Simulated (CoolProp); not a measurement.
n-pentane at 298.15 K and 0.0347 MPa is throttled through a valve to 0.00935 MPa with no heat exchange. Each further row changes one setting.

Computed with CoolProp (reference Helmholtz-energy equation of state, Thol 2019).

```json
[
 {"case": "as stated", "temperature change (K)": "-0.9", "final density (kg/m³)": "(withheld)"},
 {"case": "outlet pressure 0.00281 MPa", "temperature change (K)": "-1.1", "final density (kg/m³)": "(withheld)"},
 {"case": "outlet pressure 0.0122 MPa", "temperature change (K)": "(withheld)", "final density (kg/m³)": "0.358"}
]
```

Task: What belongs in the gaps?

Result: 
- as stated, final density (kg/m³): 0.274
- outlet pressure 0.00281 MPa, final density (kg/m³): 0.0822
- outlet pressure 0.0122 MPa, temperature change (K): -0.8
